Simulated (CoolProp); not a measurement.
Carbon monoxide along the isotherm 138.4 K: density (kg/m³) from the reference equation and from simpler models built on Tc = 132.9 K, pc = 3498 kPa, ω = 0.050; each cubic takes its own stable root.

Computed with CoolProp (reference Helmholtz-energy equation of state, Lemmon 2006). It is a short technical equation, of lower accuracy than the large ones.

| p (kPa) | phase | reference | van der Waals | Redlich-Kwong | Soave-Redlich-Kwong |
|---|---|---|---|---|---|
| 2500 | gas | 81.46 | 79.83 | 81.87 | (withheld) |
| 5000 | supercritical | 406.9 | 334.1 | 363.8 | 359.7 |
| 7500 | supercritical | 503.4 | 397.6 | 469.9 | (withheld) |
| 9990 | supercritical | 542.9 | 428.4 | 519.5 | 518.1 |
| 12500 | supercritical | 569.8 | 449.6 | (withheld) | 552.7 |
| 15000 | supercritical | 590.5 | (withheld) | 580.2 | 579.2 |
| 17500 | supercritical | 607.6 | 478.9 | 601.8 | 600.8 |
| 20000 | supercritical | 622.1 | 490.0 | 620.0 | 619.2 |
| 22500 | supercritical | 634.9 | 499.5 | 635.9 | 635.1 |
| 25000 | supercritical | 646.3 | 507.8 | 649.9 | 649.2 |
| 27500 | supercritical | 656.6 | 515.3 | 662.5 | 661.8 |
| 30000 | supercritical | (withheld) | 522.0 | 673.9 | 673.3 |
| 32500 | supercritical | 674.8 | 528.1 | (withheld) | 683.7 |
| 35000 | supercritical | (withheld) | 533.7 | 693.8 | 693.3 |

Problem. What belongs in the gaps?

Solution. 
- 2500, Soave-Redlich-Kwong: 81.72
- 7500, Soave-Redlich-Kwong: 468.0
- 12500, Redlich-Kwong: 553.8
- 15000, van der Waals: 465.8
- 30000, reference: 666.1
- 32500, Redlich-Kwong: 684.3
- 35000, reference: 682.9
